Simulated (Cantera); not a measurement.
Cantera with NASA thermochemical tables; ideal gases at 1 bar, condensed phases pure. Values are per mole of reaction as written; species without (g) are pure solids or liquids, kept so even where they would boil at 1 bar.

Question: Between 300 and 1373 K, where is each reaction favourable under standard conditions?
- PbS + 2 H(g) → H₂S(g) + Pb

Answer: 
- PbS + 2 H(g) → H₂S(g) + Pb: ΔG° is -343 kJ at 300 K and -268 kJ at 1373 K; it stays negative (K > 1). ΔH° is -379 kJ and ΔS° -81 J/K at 1373 K.
